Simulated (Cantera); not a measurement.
Predominance diagram of Ba at 1450 K against the partial pressures of O2 and H2O (log10, bar). Cantera with NASA thermochemical tables; ideal gases at 1 bar, condensed phases pure. Candidates: Ba(l), BaO(s), Ba(OH)2(l). Only these pure phases compete in this equilibrium. Not in the tables: the peroxide.

```
log p(H2O) \ log p(O2)
        columns: -25, -23.4, -21.9, -20.3, -18.8, -17.2, -15.6, -14.1, -12.5, -10.9, -9.4, -7.8, -6.2, -4.7, -3.1, -1.6, 0
      1  A A A A A A A A A B B B B B B B B
    0.1  A A A A A A A A C C C C C C C C C
   -0.7  A A A A A A A C C C C C C C C C C
   -1.6  A A A A A C C C C C C C C C C C C
   -2.4  A A A A C C C C C C C C C C C C C
   -3.3  A A A C C C C C C C C C C C C C C
   -4.1  A A C C C C C C C C C C C C C C C
     -5  A C C C C C C C C C C C C C C C C
   -5.9  C C C C C C C C C C C C C C C C C
   -6.7  C C C C C C C C C C C C C C C C C
   -7.6  C C C C C C C C C C C C C C C C C
   -8.4  C C C C C C C C C C C C C C C C C
   -9.3  C C C C C C C C C C C C C C C C C
  -10.1  C C C C C C C C C C C C C C C C C
    -11  C C C C C C C C C C C C C C C C C
```

A: out of reach (another gas would pass 10 bar, or a non-metal would condense); B: Ba(OH)2(l); C: BaO(s).
